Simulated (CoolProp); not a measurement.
Properties of the fluoroketone C6F12O (FK-5-1-12) at several states (Tc = 441.8 K, pc = 1869 kPa, ω = 0.471).

Values from CoolProp's reference Helmholtz-energy equation of state, McLinden 2015.

| T (K) | p (kPa) | phase | cp (kJ/(kg K)) | cv (kJ/(kg K)) | speed of sound (m/s) | Joule-Thomson coefficient (K/MPa) |
|---|---|---|---|---|---|---|
| 397.4 | 71.9 | gas | 0.9596 | 0.9303 | 101.7 | ___ |
| 196.4 | 39.5 | liquid | ___ | ___ | 839.2 | ___ |
| 303.5 | 16.5 | gas | 0.8679 | 0.8397 | 89.70 | 26.94 |
| 480.2 | 11000 | supercritical | 1.241 | 1.045 | ___ | 0.2887 |
| 488.6 | 111 | gas | 1.056 | ___ | ___ | 6.014 |

### Question
What belongs in the gaps?

### Answer

- 397.4, Joule-Thomson coefficient (K/MPa): 11.40
- 196.4, cp (kJ/(kg K)): 1.122
- 196.4, cv (kJ/(kg K)): 0.8963
- 196.4, Joule-Thomson coefficient (K/MPa): -0.3401
- 480.2, speed of sound (m/s): 238.6
- 488.6, cv (kJ/(kg K)): 1.027
- 488.6, speed of sound (m/s): 113.3
